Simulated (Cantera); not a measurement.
Mixture: 9.46 % CH3OH, 24.5 % O2, 66.0 % N2, equivalence ratio 0.58, at 101000 Pa, adiabatic and at constant volume. Ignition delay is the time to a rise of 400 K.

Cantera simulation using GRI-Mech 3.0 (53 species, 325 reactions); the numbers are that mechanism's predictions, not measurements. GRI-Mech 3.0 was tuned for natural gas; its chemistry of methanol as a main component is partial and can be far from experiment.

Q: Predict: delay at 1275 K; delay at 1375 K; delay at 1475 K; delay at 1575 K; delay at 1675 K; apparent activation energy between 1575 and 1675 K.

A: 
* **delay at 1275 K**: 3.02 ms
* **delay at 1375 K**: 0.814 ms
* **delay at 1475 K**: 0.274 ms
* **delay at 1575 K**: 0.111 ms
* **delay at 1675 K**: 51.2 µs
* **apparent activation energy between 1575 and 1675 K**: 170 kJ/mol
